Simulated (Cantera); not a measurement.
Charge: 1 mol HMDSO, 0.92 mol O₂, 200 mol N₂, at 2048 K and 1500 Pa.

These are equilibrium values from Cantera (NASA tables, ideal gas, pure condensed phases), not measurements of a reactor. The feed counts by its element totals alone. The numbers say what is thermodynamically allowed, not how fast it happens.

```csv
species,before,after
N₂,0.940,0.948
H₂,0.0388,0.0391
CO,0.0132,0.00520
Si,0.000328,0.000328
SiO,0.000137,5.40e-5
C₂H₂ (acetylene),4.06e-5,4.10e-5
HCN,0.00338,0.00341
HNC,0.000209,0.000211
H,0.00360,0.00361
Si₂C,1.10e-5,1.10e-5
"C(graphite), mol",0.507,2.20
"SiC(s), mol",1.89,1.91
```
Gas species are given as mole fractions.

### Question
What was changed between the two runs?
(A) pressure from 1500 Pa to 100000 Pa
(B) O₂ from 0.92 to 0.053 mol
(C) temperature from 2048 K to 725 K
(D) temperature from 2048 K to 1925 K

### Answer
B, O₂ from 0.92 to 0.053 mol
